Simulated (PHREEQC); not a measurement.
Dissolve 0.0087 mol Pb(NO3)2, 8.1e-05 mol NiCl2 and 0.00013 mol NaF per kg of water at 25 °C. Closed to the air; pH follows from the charge balance.

All values are PHREEQC results (ion-association model, wateq4f.dat), not measurements.

**Question.** The ionic strength comes out as 0.0244 mol/kgw. What activity coefficients do Ni+2, PbNO3+, PbCl+, F-, Pb+2 get?

**Answer.** Ni+2 0.55, PbNO3+ 0.86, PbCl+ 0.86, F- 0.86, Pb+2 0.55.

This is a speciation only: nothing precipitates in the calculation.
